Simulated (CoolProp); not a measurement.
Tetrahydrofuran along the isobar 1410 kPa: density (kg/m³) from the reference equation and from simpler models built on Tc = 540.2 K, pc = 5304 kPa, ω = 0.234; each cubic takes its own stable root.

Model: reference Helmholtz-energy equation of state, Fiedler 2023, in CoolProp.

```
T (K)   phase  reference
-----  ------  ---------
372.7  liquid      797.3
386.7  liquid      779.7
400.7  liquid      761.4
414.7  liquid      742.2
428.7  liquid      721.8
442.7  liquid      700.0
456.7     gas      32.82
470.7     gas      31.05
484.7     gas      29.54
498.7     gas      28.22
```

### Question
How far does each simpler model (van der Waals, Redlich-Kwong, Soave-Redlich-Kwong) lie from the reference over these 10 states: mean and median of the absolute difference, and the worst?

### Answer
- van der Waals: mean 47.5 %, median 38.3 %, worst -95.4 % at 442.7 K and 1410 kPa
- Redlich-Kwong: mean 15.8 %, median 10.5 %, worst -95.2 % at 442.7 K and 1410 kPa
- Soave-Redlich-Kwong: mean 5.1 %, median 7.3 %, worst -10.0 % at 442.7 K and 1410 kPa

At some of these states van der Waals, Redlich-Kwong gives the other phase, because its saturation line lies elsewhere.
